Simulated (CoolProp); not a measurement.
Values from CoolProp's reference Helmholtz-energy equation of state, Lemmon 2006. It is a short technical equation, of lower accuracy than the large ones.

**Question.** For carbonyl sulfide, give the phase and the cp (kJ/(kg K)), cv (kJ/(kg K)), speed of sound (m/s) at 302.9 K and 0.101 MPa.

**Answer.** 
- 302.9 K and 0.101 MPa: gas; cp 0.704, cv 0.560, speed of sound 227
